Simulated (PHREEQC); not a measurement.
Solution (20 °C): 9.1 mmol/kgw HBr, 0.058 mmol/kgw NaCl and 7 mmol/kgw MnSO4. Closed to the air; pH follows from the charge balance.

The numbers come from PHREEQC with the ion-association model, phreeqc.dat.

No solid was allowed to form.

**Question.** Order these S species by the share of S that they hold, largest first: SO4-2, MnSO4, HSO4-.

**Answer.** SO4-2 (61 %), HSO4- (22 %), MnSO4 (17 %)

The pH is 2.18 and the ionic strength 0.0294 mol/kgw. Complexes and solids missing from the database can't appear.
